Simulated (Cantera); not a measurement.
Input (Python, Cantera) and output of one run.

```python
import numpy as np
import cantera as ct

gas_names = """
    B BH BH2 BH3 BN BO BO2 B2 B2O B2O2 B2O3 B3O3H3 H HBO HBO2 HNO HNO2 HNO3 HO2 H2 H2O H2O2 H3B3O6 N NH
    NH2 NH3 NH2OH NO NO2 NO3 N2 N2H2 N2H4 N2O O OH O2 O3
""".split()
cond_names = """
    B(b) B(L) BN(s) B2O3(L) B3O3H3(cr) H2O(s) H2O(L)
""".split()


# ... load() reads the species with a 1 bar reference pressure and builds the phases ...
atoms = {
    'B2O3': {'B': 2, 'O': 3},
    'H2O': {'H': 2, 'O': 1},
    'NH3': {'N': 1, 'H': 3},
}
top_T = {'BN(s)': 3200}  # K; cautious upper limits of use, not melting points


# ... equilibrate(T, P, feed) seeds the gas with the atoms and calls Mixture.equilibrate('TP', solver="vcs", rtol=1e-11, max_steps=5000) ...
results = []
feed = {'B2O3': 1, 'H2O': 0.056, 'NH3': 0.37}  # mol
P = 100000  # Pa
for T in [1900, 1925, 1950, 1975, 2000, 2025, 2050, 2075, 2100, 2125, 2150, 2175, 2200]:
    mix = equilibrate(T, P, feed)
    results.append((T, P, feed, dict(zip(mix.species_names, mix.species_moles))))
    x = sorted(zip(gas.X, gas.species_names), reverse=True)
    print(f"T = {T:g} K  P = {P:g} Pa  gas = {mix.phase_moles(0):.4g} mol")
    print("   x: " + "  ".join(f"{s} {v:.3e}" for v, s in x if v > 0.001))
    print("   condensed (mol): " + ("  ".join(f"{mix.phase(i).name} {mix.phase_moles(i):.4g}"
          for i in range(1, mix.n_phases) if mix.phase_moles(i) > 1e-12) or "none"))
```

It prints:

```
T = 1900 K  P = 100000 Pa  gas = 0.8388 mol
   x: H2 6.560e-01  N2 2.206e-01  HBO2 7.032e-02  H2O 3.434e-02  B2O3 1.274e-02  HBO 5.178e-03
   condensed (mol): B2O3(L) 0.9575
T = 1925 K  P = 100000 Pa  gas = 0.8465 mol
   x: H2 6.482e-01  N2 2.185e-01  HBO2 7.669e-02  H2O 3.141e-02  B2O3 1.729e-02  HBO 6.708e-03
   condensed (mol): B2O3(L) 0.9498
T = 1950 K  P = 100000 Pa  gas = 0.856 mol
   x: H2 6.388e-01  N2 2.161e-01  HBO2 8.312e-02  H2O 2.859e-02  B2O3 2.328e-02  HBO 8.635e-03
   condensed (mol): B2O3(L) 0.9404
T = 1975 K  P = 100000 Pa  gas = 0.8678 mol
   x: H2 6.273e-01  N2 2.132e-01  HBO2 8.959e-02  B2O3 3.108e-02  H2O 2.592e-02  HBO 1.103e-02  H 1.084e-03
   condensed (mol): B2O3(L) 0.9287
T = 2000 K  P = 100000 Pa  gas = 0.8827 mol
   x: H2 6.131e-01  N2 2.096e-01  HBO2 9.612e-02  B2O3 4.118e-02  H2O 2.343e-02  HBO 1.397e-02  H 1.273e-03
   condensed (mol): B2O3(L) 0.9141
T = 2025 K  P = 100000 Pa  gas = 0.9015 mol
   x: H2 5.957e-01  N2 2.052e-01  HBO2 1.027e-01  B2O3 5.417e-02  H2O 2.115e-02  HBO 1.751e-02  H 1.485e-03  B2O2 1.350e-03
   condensed (mol): B2O3(L) 0.8955
T = 2050 K  P = 100000 Pa  gas = 0.9257 mol
   x: H2 5.745e-01  N2 1.998e-01  HBO2 1.094e-01  B2O3 7.074e-02  HBO 2.166e-02  H2O 1.910e-02  B2O2 2.067e-03  H 1.719e-03
   condensed (mol): B2O3(L) 0.8715
T = 2075 K  P = 100000 Pa  gas = 0.9573 mol
   x: H2 5.486e-01  N2 1.932e-01  HBO2 1.163e-01  B2O3 9.175e-02  HBO 2.639e-02  H2O 1.726e-02  B2O2 3.102e-03  H 1.973e-03  BO 1.285e-03
   condensed (mol): B2O3(L) 0.8403
T = 2100 K  P = 100000 Pa  gas = 0.999 mol
   x: H2 5.174e-01  N2 1.852e-01  HBO2 1.233e-01  B2O3 1.182e-01  HBO 3.158e-02  H2O 1.562e-02  B2O2 4.551e-03  H 2.241e-03  BO 1.811e-03
   condensed (mol): B2O3(L) 0.7991
T = 2125 K  P = 100000 Pa  gas = 1.055 mol
   x: H2 4.801e-01  N2 1.754e-01  B2O3 1.513e-01  HBO2 1.303e-01  HBO 3.701e-02  H2O 1.413e-02  B2O2 6.515e-03  H 2.516e-03  BO 2.511e-03
   condensed (mol): B2O3(L) 0.7438
T = 2150 K  P = 100000 Pa  gas = 1.131 mol
   x: H2 4.361e-01  B2O3 1.925e-01  N2 1.635e-01  HBO2 1.373e-01  HBO 4.232e-02  H2O 1.275e-02  B2O2 9.079e-03  BO 3.425e-03  H 2.785e-03
   condensed (mol): B2O3(L) 0.6683
T = 2175 K  P = 100000 Pa  gas = 1.239 mol
   x: H2 3.850e-01  B2O3 2.435e-01  N2 1.493e-01  HBO2 1.436e-01  HBO 4.702e-02  B2O2 1.230e-02  H2O 1.141e-02  BO 4.589e-03  H 3.029e-03
   condensed (mol): B2O3(L) 0.5621
T = 2200 K  P = 100000 Pa  gas = 1.396 mol
   x: H2 3.265e-01  B2O3 3.063e-01  HBO2 1.486e-01  N2 1.325e-01  HBO 5.039e-02  B2O2 1.614e-02  H2O 1.005e-02  BO 6.035e-03  H 3.218e-03
   condensed (mol): B2O3(L) 0.4066
```

Method: chemical equilibrium by Gibbs-energy minimisation in Cantera with the NASA 1993 tables (ideal gas, pure condensed phases).
